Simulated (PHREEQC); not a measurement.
1 kg of water holding 0.058 mol NaHCO3, 0.0081 mol KCl and 0.015 mol NaCl is evaporated at 25 °C; the solids stay in contact with the brine. CO2 is held at log p = -3.4 (atm). Only these solids could form: Halite, Kalicinite, Nahcolite, Natron, Sylvite, Trona.

The series has 28 steps of water left (kg), from 1 to 0.004792.

Equilibrium calculation in PHREEQC: Pitzer model, pitzer.dat.

Problem. Which solids form, in which order, and at which step of the series does each first stand?

Solution. Trona from water left = 0.01128 kg (pH 10.10).
